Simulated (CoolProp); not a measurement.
Values from CoolProp's reference Helmholtz-energy equation of state, McLinden 2020.

Problem. Give the vapour pressure (bar), liquid density (kg/m³), vapour density (kg/m³), enthalpy of vaporisation (kJ/kg) of saturated R1336mzz(Z) at 345.7, 374 K.

Solution. 
```
T (K)  p (bar)  liquid density (kg/m³)  vapour density (kg/m³)  enthalpy of vaporisation (kJ/kg)
-----  -------  ----------------------  ----------------------  --------------------------------
345.7     3.52                    1230                    22.9                               144
374       7.20                    1140                    47.5                               126
```
